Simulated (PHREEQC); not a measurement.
Make-up at 25 °C: 5.7 mol/kgw LiCl and 2.8e-05 mol/kgw H4SiO4. Closed to the air; pH follows from the charge balance.

Computed with PHREEQC (Pitzer model, pitzer.dat).

Each row changes one thing in this solution. Precipitation was switched off in this run.

| case | pH | ionic strength (mol/kgw) | H3SiO4- (mol/kgw) | SI of SiO2(a) (SiO2) |
|---|---|---|---|---|
| as made | 5.72 | 5.70 | 8.05e-8 | -1.15 |
| H4SiO4 from 2.8e-05 to 1.4e-05 mol/kgw | 5.79 | 5.70 | ? | -1.45 |
| diluted 100-fold with water | 6.98 | 0.0570 | 5.18e-10 | -3.88 |
| H4SiO4 replaced by Na2SiO3 at the same molality | 8.48 | 5.70 | 1.74e-5 | -1.58 |
| LiCl left out | 6.92 | 1.19e-7 | 3.46e-8 | ? |

Fill in the missing entries.


- H4SiO4 from 2.8e-05 to 1.4e-05 mol/kgw, H3SiO4- (mol/kgw): 4.72e-8
- LiCl left out, SI of SiO2(a) (SiO2): -1.89

Complexes and solids missing from the database can't appear. In brines, pH and single-ion activities rest on the MacInnes convention.
